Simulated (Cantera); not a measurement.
# trisilylamine + NH3 (silicon nitride deposition)

A closed system holds: 1 mol trisilylamine, 1.2 mol NH3, held at 502 °C and 14.0 Pa.

Method: chemical equilibrium by Gibbs-energy minimisation in Cantera with the NASA 1993 tables (ideal gas, pure condensed phases). Candidate condensed phases: Si, Si3N4; 18 gas species. The feed counts by its element totals alone. Kinetics and transport are ignored.

```
Item             Value
-----------  ---------
x(H2)             1.00
n(Si(s))      1.35 mol
n(Si3N4(s))  0.550 mol
gas amount   6.300 mol
```
